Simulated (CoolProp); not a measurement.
Properties of normal hydrogen along the isobar 1.39 MPa.

Model: reference Helmholtz-energy equation of state, Leachman 2009, in CoolProp.

```
T (°C)           phase  cv (kJ/(kg K))  Joule-Thomson coefficient (K/MPa)
-------  -------------  --------------  ---------------------------------
-241.45         liquid           6.441                             0.9242
-222.25  supercritical           6.420                              4.205
-203.05  supercritical           6.477                              2.502
-183.75  supercritical           6.841                              1.565
-164.55  supercritical           7.364                             0.9915
-145.25  supercritical           7.918                             0.6185
-126.05  supercritical           8.422                             0.3679
-106.85  supercritical           8.852                             0.1910
-87.55   supercritical           9.206                            0.06050
```
